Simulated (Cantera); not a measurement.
A closed system holds: 1 mol Cu, 0.0047 mol O2, 19 mol N2, held at 1.33 mbar.

Equilibrium computed with Cantera from the NASA thermochemical tables; the gas is ideal and each condensed phase is pure. Candidate condensed phases: Cu, CuO, Cu2O; 12 gas species. Mutual solubility and eutectic melting of coexisting phases are not modelled. Kinetics and transport are ignored.

Problem. Which condensed phases are stable at each of these points (T (K)): 825, 925, 1025, 1125, 1225, 1325, 1425, 1525, 1625, 1725, 1825?

Solution. 
```csv
T (K),condensed phases,Cu condensed (%)
825,Cu(s) + Cu2O(s),100.0
925,Cu(s) + Cu2O(s),100.0
1025,Cu(s) + Cu2O(s),100.0
1125,Cu(s) + Cu2O(s),100.0
1225,Cu(s) + Cu2O(s),100.0
1325,Cu(s),99.6
1425,Cu(l),96.9
1525,Cu(l),82.1
1625,Cu(l),14.7
1725,gas only,0.0
1825,gas only,0.0
```

From 825 K to 1225 K the condensed part is Cu(s) + Cu2O(s). At 1325 K the condensed part is Cu(s). From 1425 K to 1625 K the condensed part is Cu(l). From 1725 K to 1825 K nothing is condensed.
